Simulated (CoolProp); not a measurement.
Vapour-liquid equilibrium of methanol (1) + toluene (2) at 160.15 °C; x and y are mole fractions of (1).

Values from CoolProp's multi-fluid Helmholtz-energy mixture model, de Reuck 1993 and Lemmon 2006; pair parameters Bell 2016.

| x | bubble pressure (MPa) | y at the bubble point | dew pressure at overall composition x (MPa) | liquid density (mol/L) |
|---|---|---|---|---|
| 0.05 | 0.5851 | (withheld) | 0.3643 | 8.081 |
| 0.2 | 1.009 | 0.652 | 0.4383 | 8.796 |
| 0.35 | 1.216 | 0.722 | 0.5431 | 9.705 |
| 0.5 | 1.353 | 0.767 | (withheld) | 10.91 |
| 0.65 | (withheld) | 0.816 | 1.003 | 12.55 |
| 0.8 | 1.603 | 0.880 | 1.440 | 14.86 |
| 0.95 | 1.727 | (withheld) | 1.705 | 18.22 |

Problem. What belongs in the gaps?

Solution. 
- 0.05, y at the bubble point: 0.396
- 0.5, dew pressure at overall composition x (MPa): 0.7084
- 0.65, bubble pressure (MPa): 1.477
- 0.95, y at the bubble point: 0.967

No azeotrope shows between x = 0.05 and 0.95.

Pair parameters are fitted to limited data, so mixtures are less certain than the pure fluids. With so large a gap from Raoult's law the liquid may split in two, which this calculation doesn't test in full.
